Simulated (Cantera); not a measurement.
A closed system holds: 1 mol c-C4F8, 0.02 mol CH4, 7.3 mol H2, at 1927 °C and 10.0 Torr.

Method: chemical equilibrium by Gibbs-energy minimisation in Cantera with the NASA 1993 tables (ideal gas, pure condensed phases). Candidate condensed phases: C, C6H6, C7H8, C8H18; 95 gas species. The feed counts by its element totals alone. Equilibrium is a limit: real reactors are often held back by kinetics, nucleation or transport.

Base state: HF 0.696, H2 0.277, H 0.0257, C2H2 (acetylene) 0.000710, F 5.55e-5 (mole fractions); condensed: C(graphite).

### Question
What changes in the equilibrium state with this change: temperature from 1927 °C to 1050 °C?

### Answer
| species | before | after |
|---|---|---|
| HF | 0.696 | 0.705 |
| H2 | 0.277 | 0.295 |
| H | 0.0257 | 7.47e-6 |
| F | 5.55e-5 | <1e-9 |
| C2H2 (acetylene) | 0.000710 | 2.44e-7 |
| C(graphite), mol | 4.00 | 4.02 |

### Question
What changes in the equilibrium state with this change: temperature from 1927 °C to 3127 °C?

### Answer
| species | before | after |
|---|---|---|
| H | 0.0257 | 0.461 |
| HF | 0.696 | 0.294 |
| F | 5.55e-5 | 0.123 |
| H2 | 0.277 | 0.0129 |
| C2 | 1.58e-8 | 0.0135 |
| C | 1.15e-7 | 0.0384 |
| C3 | 1.81e-7 | 0.0435 |
| CF | 6.29e-7 | 0.0104 |
| C5 | <1e-9 | 0.000289 |
| C4 | <1e-9 | 0.000143 |
| CH | 1.90e-8 | 0.000127 |
| CF2 | 5.03e-8 | 7.49e-5 |
| C2H | 2.28e-6 | 0.00281 |
| C(graphite), mol | 4.00 | 0 |

### Question
What changes in the equilibrium state with this change: temperature from 1927 °C to 1377 °C?

### Answer
| species | before | after |
|---|---|---|
| HF | 0.696 | 0.705 |
| H2 | 0.277 | 0.294 |
| H | 0.0257 | 0.000427 |
| F | 5.55e-5 | 7.51e-8 |
| C2H2 (acetylene) | 0.000710 | 1.34e-5 |
| C(graphite), mol | 4.00 | 4.02 |
